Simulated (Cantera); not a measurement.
A perfectly stirred reactor is fed with CH4 : O2 : N2 = 0.019 : 0.0029 : 1 (molar parts), at 4.93 atm; it is held at 1375 K, and followed from long to short residence time.

Model: GRI-Mech 3.0 (53 species, 325 reactions), integrated in Cantera. GRI-Mech 3.0 stops at C3 and has no aromatics, soot or wall deposition, so with more carbon than oxygen in the feed, carbon stays in small species such as C2H2 where larger ones or solid carbon would form.

x: mole fraction; the columns are a selection and need not sum to one.

| τ (s) | x CH4 | x O2 | x NO2 | x CO | x H2O |
|---|---|---|---|---|---|
| 1.6 | 0.0133 | 0.000366 | <1e-12 | 0.00185 | 0.00274 |
| 0.85 | 0.0142 | … | <1e-12 | … | … |
| 0.46 | 0.0151 | … | 1.32e-12 | … | … |
| 0.25 | 0.0161 | 0.00161 | 1.20e-12 | 0.000871 | 0.00145 |
| 0.13 | 0.0172 | 0.00226 | <1e-12 | 0.000403 | 0.000693 |
| 0.073 | 0.0180 | 0.00261 | <1e-12 | 0.000158 | 0.000273 |
| 0.039 | 0.0183 | 0.00275 | <1e-12 | 5.31e-5 | 9.89e-5 |
| 0.021 | 0.0185 | 0.00280 | <1e-12 | 1.65e-5 | 3.87e-5 |
| 0.012 | 0.0185 | 0.00282 | <1e-12 | 5.14e-6 | 1.74e-5 |
| 0.0062 | 0.0186 | 0.00283 | <1e-12 | 1.18e-6 | 7.22e-6 |
| 0.0034 | 0.0186 | 0.00283 | <1e-12 | 2.93e-7 | 3.37e-6 |

Q: Complete the blanks.

A: 
- 0.85, x O2: 0.000642
- 0.85, x CO: 0.00160
- 0.85, x H2O: 0.00249
- 0.46, x O2: 0.00105
- 0.46, x CO: 0.00129
- 0.46, x H2O: 0.00207
